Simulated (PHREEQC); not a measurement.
A solution holds 0.3 mol/kgw ZnCl2, 0.24 mol/kgw H3BO3 and 0.31 mol/kgw HCl, at 20 °C. Closed to the air; pH follows from the charge balance.

The numbers come from PHREEQC with the ion-association model, wateq4f.dat.

Each row changes one thing in this solution. No solid was allowed to form.

```tsv
case	pH	ionic strength (mol/kgw)	Cl- (mol/kgw)	H2BO3- (mol/kgw)
as made	0.64	0.975	0.733	1.29e-9
HCl replaced by NaCl at the same molality	4.61	0.975	0.733	1.22e-5
HCl from 0.31 to 1.55 mol/kgw	-0.05	1.97	1.56	3.75e-10
ZnCl2 from 0.3 to 0.15 mol/kgw	…	…	…	1.11e-9
temperature from 20 to 50 °C	0.64	0.809	0.611	2.08e-9
ZnCl2 left out	…	0.310	0.310	8.70e-10
diluted 100-fold with water	2.55	0.0120	0.00906	5.04e-10
H3BO3 from 0.24 to 0.216 mol/kgw	0.64	0.975	0.733	1.16e-9
diluted 2-fold with water	0.93	0.534	0.412	…
```

### Question
Complete the blanks.

### Answer

- ZnCl2 from 0.3 to 0.15 mol/kgw, pH: 0.63
- ZnCl2 from 0.3 to 0.15 mol/kgw, ionic strength (mol/kgw): 0.668
- ZnCl2 from 0.3 to 0.15 mol/kgw, Cl- (mol/kgw): 0.549
- ZnCl2 left out, pH: 0.61
- diluted 2-fold with water, H2BO3- (mol/kgw): 1.02e-9

The ionic strength passes 0.7 mol/kgw, the rough limit of the ion-association models, in as made; HCl replaced by NaCl at the same molality; HCl from 0.31 to 1.55 mol/kgw; temperature from 20 to 50 °C; H3BO3 from 0.24 to 0.216 mol/kgw. Away from 25 °C the constants follow the database's enthalpies or fits; those with neither stay at their 25 °C values.
